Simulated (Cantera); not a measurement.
A closed system holds: 1 mol AlI3, 0.22 mol NH3, 720 mol H2, equilibrated at 0.133 bar.

Equilibrium computed with Cantera from the NASA thermochemical tables; the gas is ideal and each condensed phase is pure. Candidate condensed phases: Al, AlI3, AlN, I2; 19 gas species. Equilibrium is a limit: real reactors are often held back by kinetics, nucleation or transport.

Question: Which condensed phases are stable at each of these points (T (°C)): 1100, 1125, 1150, 1175, 1200, 1225, 1250, 1275, 1300?

Answer: 
```csv
T (°C),condensed phases,Al condensed (%)
1100,AlN(s),21.9
1125,AlN(s),21.8
1150,AlN(s),21.5
1175,AlN(s),20.7
1200,AlN(s),19.0
1225,AlN(s),15.7
1250,AlN(s),10.2
1275,AlN(s),1.9
1300,gas only,0.0
```

From 1100 °C to 1275 °C the condensed part is AlN(s). At 1300 °C nothing is condensed.
